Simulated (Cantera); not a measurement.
An isothermal, constant-pressure homogeneous reactor starts with N2O : N2 = 1 : 1.8 (molar parts), at 1548 K and 0.00730 atm.

Detailed kinetics in Cantera: GRI-Mech 3.0 (53 species, 325 reactions). GRI-Mech 3.0 was tuned for natural gas; its chemistry of N2O as a main component is partial and can be far from experiment. Radical loss at walls, strong at low pressure, is not modelled. The temperature is held fixed by assumption; the heat of reaction is taken as removed at once.

Q: Predict: x(N2O) at 200 s; x(O2) at 200 s; x(O) at 200 s; x(NO) at 200 s; x(N2) at 200 s.

A: 
| Property | Value |
|---|---|
| x(N2O) at 200 s | 1.75e-6 (gas-phase equilibrium 7.32e-9) |
| x(O2) at 200 s | 0.111 (gas-phase equilibrium 0.151) |
| x(O) at 200 s | 3.01e-5 (gas-phase equilibrium 3.47e-5) |
| x(NO) at 200 s | 0.0813 (gas-phase equilibrium 0.00136) |
| x(N2) at 200 s | 0.808 (gas-phase equilibrium 0.848) |
